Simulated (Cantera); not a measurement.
Input (Python, Cantera):

```python
import numpy as np
import cantera as ct

gas = ct.Solution("h2o2.yaml")
gas.TPX = 698, 100000, {'H2': 1, 'O2': 0.909, 'N2': 3.42}
flame = ct.FreeFlame(gas, width=0.04)
flame.set_refine_criteria(ratio=3, slope=0.08, curve=0.16)
flame.transport_model = "mixture-averaged"
flame.solve(loglevel=0, auto=True)
z, T = flame.grid, flame.T
thick = (T[-1] - T[0]) / np.gradient(T, z).max()
show = ['H2', 'O2', 'H', 'H2O', 'H2O2', 'O']
print(f"laminar burning velocity  {flame.velocity[0] * 100:.3f} cm/s")
print(f"burnt temperature         {T[-1]:.1f} K")
print(f"thermal thickness         {thick * 1e3:.4f} mm")
print(f"grid points               {len(z)}")
z0 = z[flame.heat_release_rate.argmax()]
print(f"{'z/mm':>9s}{'T/K':>9s}{'u/(m/s)':>9s}" + "".join(f"{s:>11s}" for s in show))
rows = []
for k in (-3, -2, -1.5, -1, -0.5, -0.25, 0, 0.25, 0.5, 1, 2, 4, 8):
    zz = z0 + k * thick
    rows.append([k * thick, np.interp(zz, z, T), np.interp(zz, z, flame.velocity),
                 *(np.interp(zz, z, flame.X[gas.species_index(s)]) for s in show)])
    print(f"{rows[-1][0] * 1e3:9.3f}{rows[-1][1]:9.1f}{rows[-1][2]:9.3f}" + "".join(f"{x:11.3e}" for x in rows[-1][3:]))
```

Result:

```
laminar burning velocity  586.424 cm/s
burnt temperature         2059.8 K
thermal thickness         0.4610 mm
grid points               126
     z/mm      T/K  u/(m/s)         H2         O2          H        H2O       H2O2          O
   -1.383    698.0    5.864  1.877e-01  1.706e-01  6.999e-15  6.729e-12  2.320e-14  2.843e-15
   -0.922    698.0    5.864  1.876e-01  1.706e-01  1.519e-11  9.523e-10  2.111e-12  3.463e-12
   -0.692    698.0    5.864  1.876e-01  1.706e-01  9.977e-10  2.327e-08  6.811e-11  1.711e-10
   -0.461    698.1    5.863  1.873e-01  1.707e-01  4.739e-07  2.813e-06  1.515e-08  4.234e-08
   -0.231    726.4    6.046  1.780e-01  1.712e-01  3.088e-04  2.072e-03  5.748e-06  2.613e-05
   -0.115    898.2    7.314  1.448e-01  1.661e-01  4.193e-03  2.153e-02  1.044e-05  5.791e-04
    0.000   1222.4    9.718  7.579e-02  1.360e-01  1.703e-02  8.574e-02  7.582e-06  5.283e-03
    0.115   1475.1   11.617  2.706e-02  1.000e-01  2.249e-02  1.465e-01  4.145e-06  1.177e-02
    0.231   1611.8   12.627  1.469e-02  8.818e-02  1.865e-02  1.667e-01  2.272e-06  1.308e-02
    0.461   1750.3   13.611  1.044e-02  8.431e-02  1.156e-02  1.777e-01  1.158e-06  1.075e-02
    0.922   1871.4   14.442  7.169e-03  8.315e-02  5.670e-03  1.866e-01  6.345e-07  7.142e-03
    1.844   1962.1   15.050  4.039e-03  8.303e-02  2.152e-03  1.942e-01  3.786e-07  3.911e-03
    3.688   2018.5   15.421  1.837e-03  8.354e-02  6.202e-04  1.996e-01  2.332e-07  1.755e-03
```

Cantera simulation using the H2/O2 subset of GRI-Mech 3.0, which has no nitrogen chemistry; the numbers are that mechanism's predictions, not measurements. Burning velocities carry a grid error of a few per cent, more on coarse grids. Lean hydrogen flames are cellular in practice and burn faster than this planar one.
